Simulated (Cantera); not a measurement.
Input: 1 mol SiHCl₃, 0.018 mol CH₄, 45 mol H₂, equilibrated at 2400 K and 150 Pa.

These are equilibrium values from Cantera (NASA tables, ideal gas, pure condensed phases), not measurements of a reactor. Candidate condensed phases: C, C₆H₆, C₇H₈, C₈H₁₈, Si, SiC; 109 gas species. The tables' values for SiCl are old estimates; treat these amounts as uncertain. The numbers say what is thermodynamically allowed, not how fast it happens.

Base state: H₂ 0.610, H 0.321, HCl 0.0376, Si 0.0168, Cl 0.0141, SiCl 0.000187, SiH 0.000158, C₂H₂ (acetylene) 8.12e-5 (mole fractions); condensed: gas only.

### Question
What changes in the equilibrium state with this change: temperature from 2400 K to 1823 K?

### Answer
```csv
species,before,after
H₂,0.610,0.930
HCl,0.0376,0.0477
H,0.321,0.0108
Si,0.0168,0.00295
Cl,0.0141,0.000422
SiCl₂,4.32e-5,0.00733
SiC₂,6.17e-5,3.50e-8
C₂H₂ (acetylene),8.12e-5,1.40e-7
SiH₂,4.97e-6,3.27e-5
Si₂,4.47e-6,1.91e-5
SiCl,0.000187,0.000427
"Si(l), mol",0,0.463
"SiC(s), mol",0,0.0163
```
Mutual solubility and eutectic melting of coexisting phases are not modelled. Gases not in the tables: Si₂H₆ and higher silanes.
